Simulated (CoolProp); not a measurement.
Properties of dry air at several states.

Computed with CoolProp (reference Helmholtz-energy equation of state, Lemmon 2000). It is a pseudo-pure fit of the blend.

| T (°C) | p (kPa) | phase | cp (kJ/(kg K)) | speed of sound (m/s) | expansivity (1/kK) | conductivity (mW/(m K)) | Prandtl number |
|---|---|---|---|---|---|---|---|
| 494.75 | 49.1 | gas | ___ | ___ | 1.302 | 55.5 | 0.715 |
| 601.85 | 126 | gas | 1.116 | 581.8 | 1.143 | 61.2 | 0.722 |
| -5.05 | 15.4 | gas | 1.004 | 328.3 | 3.732 | 23.9 | 0.711 |
| 338.35 | 71 | gas | ___ | ___ | 1.635 | 46.7 | 0.704 |
| -137.45 | 31.1 | gas | 1.006 | 233.3 | 7.427 | 12.8 | 0.744 |

Q: Fill in the missing entries.

A: 
- 494.75, cp (kJ/(kg K)): 1.091
- 494.75, speed of sound (m/s): 547.0
- 338.35, cp (kJ/(kg K)): 1.054
- 338.35, speed of sound (m/s): 491.4

Viscosity comes from a separate model (Lemmon 2004). Thermal conductivity comes from a separate model (Lemmon 2004).
